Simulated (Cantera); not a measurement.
Charge: 1 mol N₂O, 0.089 mol O₂, at 998.15 K and 75.0 Torr.

These are equilibrium values from Cantera (NASA tables, ideal gas, pure condensed phases), not measurements of a reactor. Rates play no part.

Base state: N₂ 0.629, O₂ 0.371, NO 3.64e-5 (mole fractions); condensed: gas only.

Q: What changes in the equilibrium state with this change: N₂O replaced by PH₃?

A: 
```tsv
species	before	after
H₂	0	0.765
P₄	0	0.134
H₂O	0	0.0870
N₂	0.629	0
O₂	0.371	<1e-9
P₂	0	0.0123
P₄O₁₀	0	0.00141
PH₃	0	9.57e-5
NO	3.64e-5	0
```
Gases not in the tables: HPO₂, HPO₃ and P₄O₆. Further candidate phases: H₂O, P, P₄O₁₀.
